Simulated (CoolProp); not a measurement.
Vapour-liquid equilibrium of dimethyl carbonate (1) + ethanol (2) at 9.15 °C; x and y are mole fractions of (1).

Values from CoolProp's multi-fluid Helmholtz-energy mixture model, Zhou 2011 and Schroeder 2014; pair parameters Bell 2016.

```csv
x,"bubble pressure, mixture model (MPa)","bubble pressure, Raoult's law (MPa)","y, mixture model","y, Raoult's law"
0.05,…,0.002982,…,0.051
0.2,…,0.002993,…,0.204
0.35,…,0.003003,0.464,0.355
0.5,…,0.003013,0.494,0.506
0.65,…,0.003023,0.531,0.655
0.8,0.004250,0.003034,0.608,0.804
0.95,0.003513,0.003044,0.827,0.951
```

What belongs in the gaps?


- 0.05, bubble pressure, mixture model (MPa): 0.003553
- 0.05, y, mixture model: 0.199
- 0.2, bubble pressure, mixture model (MPa): 0.004314
- 0.2, y, mixture model: 0.405
- 0.35, bubble pressure, mixture model (MPa): 0.004497
- 0.5, bubble pressure, mixture model (MPa): 0.004528
- 0.65, bubble pressure, mixture model (MPa): 0.004482

The largest gap from Raoult's law is +50.3 % in bubble pressure, at x = 0.5. y crosses x between x = 0.35 and 0.5: the model has an azeotrope there.

Pair parameters are fitted to limited data, so mixtures are less certain than the pure fluids. With so large a gap from Raoult's law the liquid may split in two, which this calculation doesn't test in full.
